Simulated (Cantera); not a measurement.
## C3H6 + O2 + H2O (carbon deposition, reforming and gasification)

Feed: 1 mol C3H6, 0.017 mol O2, 2.4 mol H2O, equilibrated at 748.15 K.

Method: chemical equilibrium by Gibbs-energy minimisation in Cantera with the NASA 1993 tables (ideal gas, pure condensed phases). Candidate condensed phases: C, C6H6, C7H8, C8H18, H2O; 110 gas species. The ideal-gas law is rough above about 30 bar. Equilibrium is a limit: real reactors are often held back by kinetics, nucleation or transport.

From 10.0 Pa to 100 bar the condensed part is C(graphite). The main C-bearing gas is CO at 10.0 Pa and CH4 at 100 bar. The share of C in condensed phases is highest at 25.0 mbar (56.7 %) and lowest at 10.0 Pa (20.7 %).

```json
[
 {"P (Pa)": "10", "log p H2": "-4.16", "log p CH4": "-7.80", "log p H2O": "-6.70", "log p CO": "-4.52", "log p CO2": "-6.27", "log p C2H6": "<-16", "n C(graphite)": "0.622"},
 {"P (Pa)": "160", "log p H2": "-2.94", "log p CH4": "-5.37", "log p H2O": "-4.42", "log p CO": "-3.46", "log p CO2": "-4.14", "log p C2H6": "-12.82", "n C(graphite)": "1.05"},
 {"P (Pa)": "2500", "log p H2": "-1.78", "log p CH4": "-3.04", "log p H2O": "-2.50", "log p CO": "-2.71", "log p CO2": "-2.64", "log p C2H6": "-9.32", "n C(graphite)": "1.70"},
 {"P (Pa)": "40000", "log p H2": "-0.80", "log p CH4": "-1.09", "log p H2O": "-0.93", "log p CO": "-2.11", "log p CO2": "-1.44", "log p C2H6": "-6.39", "n C(graphite)": "1.45"},
 {"P (Pa)": "630000", "log p H2": "-0.07", "log p CH4": "0.37", "log p H2O": "0.40", "log p CO": "-1.51", "log p CO2": "-0.25", "log p C2H6": "-4.20", "n C(graphite)": "1.02"},
 {"P (Pa)": "10000000", "log p H2": "0.56", "log p CH4": "1.65", "log p H2O": "1.63", "log p CO": "-0.91", "log p CO2": "0.95", "log p C2H6": "-2.29", "n C(graphite)": "0.870"}
]
```
log p: log10 of the partial pressure in bar; n: condensed amount in mol.
